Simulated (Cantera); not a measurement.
Boron, boron nitride and boron oxide: borazine + O₂ + H₂

Feed: 1 mol borazine, 6.3 mol O₂, a varied amount of H₂, at 1600 K and 10.0 Torr.

Method: chemical equilibrium by Gibbs-energy minimisation in Cantera with the NASA 1993 tables (ideal gas, pure condensed phases). Candidate condensed phases: B, BN, B₂O₃, B₃O₃H₃, H₂O; 39 gas species. The feed counts by its element totals alone. Gases not in the tables: H₃BO₃. The numbers say what is thermodynamically allowed, not how fast it happens.

From 3.8 mol H₂ to 23 mol H₂ nothing is condensed.

```json
[
 {"n(H₂) (mol)": "3.8", "log p H₂": "-5.80", "log p H₂O": "-2.16", "log p HBO₂": "-2.44", "log p N₂": "-2.72", "log p O₂": "-3.09", "log p B₂O₃": "-4.04", "log p OH": "-4.94"},
 {"n(H₂) (mol)": "4.6", "log p H₂": "-5.54", "log p H₂O": "-2.12", "log p HBO₂": "-2.45", "log p N₂": "-2.73", "log p O₂": "-3.52", "log p B₂O₃": "-4.11", "log p OH": "-5.02"},
 {"n(H₂) (mol)": "5.5", "log p H₂": "-3.33", "log p H₂O": "-2.11", "log p HBO₂": "-2.48", "log p N₂": "-2.76", "log p O₂": "-7.91", "log p B₂O₃": "-4.16", "log p OH": "-6.12"},
 {"n(H₂) (mol)": "6.5", "log p H₂": "-2.83", "log p H₂O": "-2.15", "log p HBO₂": "-2.51", "log p N₂": "-2.80", "log p O₂": "-9.00", "log p B₂O₃": "-4.20", "log p OH": "-6.41"},
 {"n(H₂) (mol)": "7.8", "log p H₂": "-2.58", "log p H₂O": "-2.19", "log p HBO₂": "-2.56", "log p N₂": "-2.84", "log p O₂": "-9.57", "log p B₂O₃": "-4.24", "log p OH": "-6.57"},
 {"n(H₂) (mol)": "9.4", "log p H₂": "-2.43", "log p H₂O": "-2.24", "log p HBO₂": "-2.60", "log p N₂": "-2.89", "log p O₂": "-9.98", "log p B₂O₃": "-4.29", "log p OH": "-6.70"},
 {"n(H₂) (mol)": "11", "log p H₂": "-2.34", "log p H₂O": "-2.28", "log p HBO₂": "-2.65", "log p N₂": "-2.93", "log p O₂": "-10.25", "log p B₂O₃": "-4.33", "log p OH": "-6.79"},
 {"n(H₂) (mol)": "13", "log p H₂": "-2.26", "log p H₂O": "-2.33", "log p HBO₂": "-2.69", "log p N₂": "-2.98", "log p O₂": "-10.50", "log p B₂O₃": "-4.38", "log p OH": "-6.87"},
 {"n(H₂) (mol)": "16", "log p H₂": "-2.18", "log p H₂O": "-2.39", "log p HBO₂": "-2.76", "log p N₂": "-3.04", "log p O₂": "-10.78", "log p B₂O₃": "-4.44", "log p OH": "-6.98"},
 {"n(H₂) (mol)": "19", "log p H₂": "-2.13", "log p H₂O": "-2.45", "log p HBO₂": "-2.81", "log p N₂": "-3.10", "log p O₂": "-10.99", "log p B₂O₃": "-4.50", "log p OH": "-7.06"},
 {"n(H₂) (mol)": "23", "log p H₂": "-2.09", "log p H₂O": "-2.51", "log p HBO₂": "-2.88", "log p N₂": "-3.16", "log p O₂": "-11.21", "log p B₂O₃": "-4.57", "log p OH": "-7.14"}
]
```
log p: log10 of the partial pressure in bar; nothing condenses.
